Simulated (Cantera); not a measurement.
Input (Python, Cantera):

```python
import numpy as np
import cantera as ct

gas = ct.Solution("gri30.yaml")
gas.TPX = 500, 101325, {'H2': 1, 'O2': 0.769, 'N2': 7.31, 'NO': 0.012}
inlet = ct.Reservoir(gas, clone=True)
gas.equilibrate("HP")  # start burning
reactor = ct.IdealGasConstPressureReactor(gas, energy="on", clone=False)
exhaust = ct.Reservoir(gas, clone=True)
tau = [0.2, 0.09, 0.04, 0.018, 0.0079, 0.0035, 0.0015, 0.00068, 0.0003, 0.00013, 5.9e-05, 2.6e-05][0]
for a, b in ((inlet, reactor), (reactor, exhaust)):
    ct.MassFlowController(a, b, mdot=lambda t: reactor.mass / tau)
net = ct.ReactorNet([reactor])
show = ['H2', 'O2', 'NO', 'OH', 'HO2', 'H']

rows = []
print(f"{'tau/s':>10s}{'T/K':>9s}" + "".join(f"{s:>11s}" for s in show))
for tau in [0.2, 0.09, 0.04, 0.018, 0.0079, 0.0035, 0.0015, 0.00068, 0.0003, 0.00013, 5.9e-05, 2.6e-05]:
    net.initial_time = 0.0
    net.advance(30 * tau)
    before = gas.X
    net.advance(40 * tau)
    drift = np.max(np.abs(gas.X - before) / (gas.X + 1e-9))
    rows.append([gas.T, *gas[show].X, drift])
    print(f"{tau:10.3e}{gas.T:9.1f}" + "".join(f"{x:11.3e}" for x in gas[show].X))
```

It prints:

```
     tau/s      T/K         H2         O2         NO         OH        HO2          H
 2.000e-01   1353.3  1.561e-04  3.130e-02  1.382e-03  2.594e-04  2.531e-06  1.109e-05
 9.000e-02   1351.8  2.669e-04  3.133e-02  1.381e-03  3.382e-04  4.150e-06  2.516e-05
 4.000e-02   1349.3  4.590e-04  3.137e-02  1.381e-03  4.404e-04  6.488e-06  5.722e-05
 1.800e-02   1345.2  7.783e-04  3.147e-02  1.382e-03  5.679e-04  9.395e-06  1.269e-04
 7.900e-03   1338.1  1.332e-03  3.166e-02  1.383e-03  7.308e-04  1.275e-05  2.838e-04
 3.500e-03   1326.0  2.252e-03  3.202e-02  1.385e-03  9.194e-04  1.614e-05  6.124e-04
 1.500e-03   1304.3  3.899e-03  3.275e-02  1.385e-03  1.122e-03  1.972e-05  1.305e-03
 6.800e-04   1269.6  6.684e-03  3.414e-02  1.384e-03  1.266e-03  2.356e-05  2.469e-03
 3.000e-04   1205.1  1.309e-02  3.751e-02  1.379e-03  1.238e-03  2.992e-05  4.153e-03
 1.300e-04    500.0  1.100e-01  8.459e-02  1.320e-03  2.503e-20  4.958e-20  9.254e-21
 5.900e-05    500.0  1.100e-01  8.459e-02  1.320e-03  3.415e-22  7.053e-22  1.381e-22
 2.600e-05    500.0  1.100e-01  8.459e-02  1.320e-03  1.335e-22  2.942e-22  6.019e-23
```

Computed with Cantera and GRI-Mech 3.0 (53 species, 325 reactions). The mechanism lacks 2 NO + O2 → 2 NO2 and HONO, so NO2 and the effect of NO are under-described below about 1400 K.
